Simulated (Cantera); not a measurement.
A perfectly stirred reactor is fed with H2 : O2 : N2 : H2O = 1 : 0.725 : 2.72 : 1.1 (molar parts), equivalence ratio 0.69, at 6.00 bar; it is adiabatic with a 598 K inlet, and is followed from long to short residence time, starting on the burning branch (τ in s: 0.21, 0.064, 0.02, 0.0062, 0.0019, 0.0006, 0.00019, 5.8e-05, 1.8e-05, 5.7e-06).

Computed with Cantera and GRI-Mech 3.0 (53 species, 325 reactions). The hydrogen kinetics of GRI-Mech 3.0 are dated; newer H2 mechanisms differ, most at raised pressure.

Problem. What does this change do: pressure from 6.00 bar to 1.01 bar?

Solution. 
```tsv
quantity	before	after
blow-out, bracketed by the residence times tried	burning at 18.0 µs, out at 5.70 µs	burning at 58.0 µs, out at 18.0 µs
x(H2) at τ = 0.210 s	9.95e-5	0.000355
x(O2) at τ = 0.210 s	0.0444	0.0442
x(H2O) at τ = 0.210 s	0.416	0.415
x(OH) at τ = 0.210 s	0.000959	0.00180
x(O) at τ = 0.210 s	2.18e-5	7.80e-5
x(H2) at τ = 0.600 ms	0.00195	0.00970
x(O2) at τ = 0.600 ms	0.0447	0.0468
x(H2O) at τ = 0.600 ms	0.412	0.397
x(OH) at τ = 0.600 ms	0.00274	0.00768
x(O) at τ = 0.600 ms	0.000210	0.00209
```
